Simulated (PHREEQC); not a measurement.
1.1 g of hydrous ferric oxide (600 m²/g; 0.2 weak and 0.005 strong sites per Fe, Dzombak-Morel constants, diffuse double layer) in 1 kg of water with 0.05 mol/kgw of an inert sodium salt and 4.6e-05 mol/kgw NaH2PO4, 1.5e-05 mol/kgw H3BO3 and 0.0025 mol/kgw CuSO4, at 25 °C; the pH is set by adding NaOH or the inert anion's acid. Oxygen is held at 0.21 atm. CO2 from the air is kept out. Precipitation was switched off in this run.

Base run: PHREEQC, ion-association model, wateq4f.dat. Each further column changes one thing. The table gives Cu sorbed (%).

```
pH    base  no electrostatic term (-no_edl)  background salt from 0.05 to 0.005 mol/kgw  oxide from 1.1 to 5.5 g/kgw
----  ----  -------------------------------  ------------------------------------------  ---------------------------
4      3.2                              4.0                                         3.6                         16.6
4.5   11.8                             17.2                                        13.3                         48.2
5     37.1                             52.0                                        38.3                         86.3
6     71.0                             93.2                                        67.4                         99.7
6.5   75.0                             97.5                                        70.3                        100.0
7     76.0                             98.8                                        70.9                        100.0
7.5   74.8                             98.9                                        70.0                        100.0
8.5   63.7                             96.9                                        61.0                        100.0
9     57.0                             93.4                                        54.7                        100.0
9.5   53.2                             84.0                                        51.8                        100.0
10    50.8                             60.7                                        50.5                         99.9
11    45.5                              5.8                                        47.4                         99.8
11.5  41.6                              1.5                                        45.1                         99.4
12    35.3                              0.2                                        40.3                         97.3
```

In at least one series the solution becomes supersaturated in solids that the run did not let form, among them Cu(OH)2, Brochantite, Antlerite. H3PO4, which wateq4f.dat lacks, is added to it with the constant of phreeqc.dat. The database has no phosphate complexes of Cu. The database's constant for dissolved Cu(OH)2 is higher than later reviews accept.
